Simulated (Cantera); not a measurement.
Mixture: CH3OH : O2 : N2 = 1 : 0.938 : 3.52 (molar parts), equivalence ratio 1.6, at 1.10 bar, adiabatic and at constant volume. Ignition delay is the time to a rise of 400 K.

Cantera simulation using GRI-Mech 3.0 (53 species, 325 reactions); the numbers are that mechanism's predictions, not measurements. GRI-Mech 3.0 was tuned for natural gas; its chemistry of methanol as a main component is partial and can be far from experiment.

### Question
What does this change do: 0.32 parts H2O added?

### Answer
```tsv
quantity	before	after
delay at 1150 K	18.3 ms	16.0 ms
delay at 1200 K	7.68 ms	6.69 ms
delay at 1250 K	3.46 ms	3.00 ms
delay at 1300 K	1.67 ms	1.44 ms
delay at 1350 K	0.856 ms	0.738 ms
delay at 1400 K	0.464 ms	0.399 ms
delay at 1450 K	0.265 ms	0.227 ms
apparent activation energy between 1350 and 1450 K	190 kJ/mol	190 kJ/mol
```

### Question
What does this change do: pressure from 1.10 bar to 26.0 bar?

### Answer
```csv
quantity,before,after
delay at 1150 K,18.3 ms,1.66 ms
delay at 1200 K,7.68 ms,0.681 ms
delay at 1250 K,3.46 ms,0.300 ms
delay at 1300 K,1.67 ms,0.142 ms
delay at 1350 K,0.856 ms,70.9 µs
delay at 1400 K,0.464 ms,37.5 µs
delay at 1450 K,0.265 ms,20.9 µs
apparent activation energy between 1350 and 1450 K,190 kJ/mol,200 kJ/mol
```
The pressure lies above the range GRI-Mech 3.0 was tuned for (to about 10 atm).
